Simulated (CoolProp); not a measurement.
Dry air at 433.95 K and 0.304 MPa flows at 4.1 m/s in a round tube of 20 mm bore and 0.25 µm roughness, fully developed (64/Re and Nu = 3.66 if laminar; Colebrook and Gnielinski if turbulent). Each further row changes one setting.

The numbers come from the reference Helmholtz-energy equation of state, Lemmon 2000 in CoolProp. It is a pseudo-pure fit of the blend.

```tsv
case	Reynolds number	Darcy friction factor	pressure drop (Pa/m)	heat-transfer coefficient (W/(m² K))	mass flow (kg/h)
as stated	8160	0.0326	___	44.1	___
velocity 8.2 m/s	16300	0.0272	112	77.4	___
diameter 40 mm	16300	0.0272	___	___	45.2
```

### Question
Complete the blanks.

### Answer

- as stated, pressure drop (Pa/m): 33.4
- as stated, mass flow (kg/h): 11.3
- velocity 8.2 m/s, mass flow (kg/h): 22.6
- diameter 40 mm, pressure drop (Pa/m): 14.0
- diameter 40 mm, heat-transfer coefficient (W/(m² K)): 38.7

Viscosity comes from a separate model (Lemmon 2004). Thermal conductivity comes from a separate model (Lemmon 2004).
